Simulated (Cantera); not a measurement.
**Stirred combustor or abatement burner**

A perfectly stirred reactor is fed with CH4 : C2H6 : O2 : N2 : CO2 = 1 : 0.23 : 1.75 : 6.59 : 0.33 (molar parts), at 0.296 atm; it is adiabatic with a 748 K inlet, and is followed from long to short residence time, starting on the burning branch (τ in s: 0.36, 0.15, 0.063, 0.026, 0.011, 0.0046, 0.0019, 0.00079, 0.00033, 0.00014, 5.7e-05, 2.4e-05, 9.8e-06).

Computed with Cantera and GRI-Mech 3.0 (53 species, 325 reactions).

| τ (s) | T (K) | x CH4 | x C2H6 | x O2 | x N2O | x HCN | x NO |
|---|---|---|---|---|---|---|---|
| 0.36 | 2087 | 2.33e-5 | 1.18e-7 | 5.20e-5 | 6.61e-9 | 9.22e-6 | 0.000214 |
| 0.15 | 2080 | 3.51e-5 | 2.59e-7 | 9.24e-5 | 1.06e-8 | 1.78e-5 | 0.000237 |
| 0.063 | 2074 | 5.67e-5 | 5.68e-7 | 0.000167 | 1.74e-8 | 3.38e-5 | 0.000248 |
| 0.026 | 2067 | 0.000104 | 1.30e-6 | 0.000317 | 3.06e-8 | 6.69e-5 | 0.000248 |
| 0.011 | 2061 | 0.000207 | 3.00e-6 | 0.000632 | 5.29e-8 | 0.000130 | 0.000237 |
| 0.0046 | 2052 | 0.000442 | 7.28e-6 | 0.00135 | 7.75e-8 | 0.000226 | 0.000202 |
| 0.0019 | 2034 | 0.000972 | 1.89e-5 | 0.00307 | 7.05e-8 | 0.000275 | 0.000137 |
| 0.00079 | 1989 | 0.00225 | 5.57e-5 | 0.00747 | 3.20e-8 | 0.000194 | 6.44e-5 |
| 0.00033 | 748 | 0.101 | 0.0232 | 0.177 | <1e-12 | <1e-12 | <1e-12 |
| 0.00014 | 748 | 0.101 | 0.0232 | 0.177 | <1e-12 | <1e-12 | <1e-12 |
| 5.7e-5 | 748 | 0.101 | 0.0232 | 0.177 | <1e-12 | <1e-12 | <1e-12 |
| 2.4e-5 | 748 | 0.101 | 0.0232 | 0.177 | <1e-12 | <1e-12 | <1e-12 |
| 9.8e-6 | 748 | 0.101 | 0.0232 | 0.177 | <1e-12 | <1e-12 | <1e-12 |
x: mole fraction; the columns are a selection and need not sum to one.
